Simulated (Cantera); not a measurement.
Input: 1 mol HMDSO, 24 mol O₂, 2.1 mol N₂, held at 0.00450 bar.

Equilibrium computed with Cantera from the NASA thermochemical tables; the gas is ideal and each condensed phase is pure. Candidate condensed phases: C, C₆H₆, C₇H₈, C₈H₁₈, H₂O, Si, SiC, SiO₂, Si₂N₂O, Si₃N₄; 151 gas species. The feed counts by its element totals alone. The tables hold silica as quartz up to 1696 K and as liquid above; real silica turns to tridymite and cristobalite and melts near 1996 K. Rates play no part. All values below are at 1150 °C.

Base state: O₂ 0.412, H₂O 0.309, CO₂ 0.206, N₂ 0.0720, NO 0.000348, OH 0.000310, O 1.29e-5 (mole fractions); condensed: SiO₂(β-quartz).

Task: What changes in the equilibrium state with this change: HMDSO replaced by SiH₄?

Result: 
```json
[
 {"species": "O₂", "before": "0.412", "after": "0.843"},
 {"species": "N₂", "before": "0.0720", "after": "0.0802"},
 {"species": "H₂O", "before": "0.309", "after": "0.0765"},
 {"species": "CO₂", "before": "0.206", "after": "0"},
 {"species": "OH", "before": "0.000310", "after": "0.000184"},
 {"species": "NO", "before": "0.000348", "after": "0.000526"},
 {"species": "O", "before": "1.29e-5", "after": "1.84e-5"},
 {"species": "SiO₂(β-quartz), mol", "before": "2.00", "after": "1.00"}
]
```
